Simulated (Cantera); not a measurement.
Input: 1 mol SiF4, 2 mol O3, 79 mol N2, equilibrated at 10.0 mbar.

Method: chemical equilibrium by Gibbs-energy minimisation in Cantera with the NASA 1993 tables (ideal gas, pure condensed phases). Candidate condensed phases: Si, SiO2, Si2N2O, Si3N4; 28 gas species. Kinetics and transport are ignored. All values below are at 1598 K.

Base state: N2 0.951, O2 0.0357, SiF4 0.0120, NO 0.000869, O 2.68e-5 (mole fractions); condensed: gas only.

Q: What changes in the equilibrium state with this change: O3 from 2 to 0.33 mol?

A: 
```json
[
 {"species": "N2", "before": "0.951", "after": "0.981"},
 {"species": "SiF4", "before": "0.0120", "after": "0.0124"},
 {"species": "O2", "before": "0.0357", "after": "0.00596"},
 {"species": "NO", "before": "0.000869", "after": "0.000361"},
 {"species": "O", "before": "2.68e-5", "after": "1.09e-5"}
]
```
